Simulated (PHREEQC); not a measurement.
Consider water at 88 °C with 0.013 mol ZnSO4, 0.48 mol Na2SO4 and 0.00052 mol H2SO4 per kg of water. It is in equilibrium with CO2 at log p = -3.5 (atm). Otherwise closed; pH follows from the charge balance.

The numbers come from PHREEQC with the ion-association model, phreeqc.dat.

- pH = 4.35
- ionic strength = 1.05 mol/kgw
- activity of water = 0.979
- density = 1.024 g/cm³
- total alkalinity = -1.04 meq/kg

| species | molality | activity | log γ |
|---|---|---|---|
| Na+ | 0.759 | 0.525 | -0.160 |
| SO4-2 | 0.279 | 0.0341 | -0.914 |
| NaSO4- | 0.201 | 0.125 | -0.207 |
| ZnSO4 | 0.00530 | 0.00676 | 0.105 |
| Zn+2 | 0.00422 | 0.000567 | -0.871 |
| Zn(SO4)2-2 | 0.00348 | 0.00126 | -0.443 |
| HSO4- | 0.000979 | 0.000759 | -0.111 |
| H+ | 6.18e-5 | 4.43e-5 | -0.144 |
| CO2 | 2.88e-6 | 3.68e-6 | 0.105 |
| ZnOH+ | 9.15e-7 | 7.09e-7 | -0.111 |
| HCO3- | 5.59e-8 | 3.47e-8 | -0.207 |

Precipitation was switched off in this run. Caution: at this ionic strength the ion-association model is outside its range; a Pitzer model would be the better tool where its parameters exist. Away from 25 °C the constants follow the database's enthalpies or fits; those with neither stay at their 25 °C values.
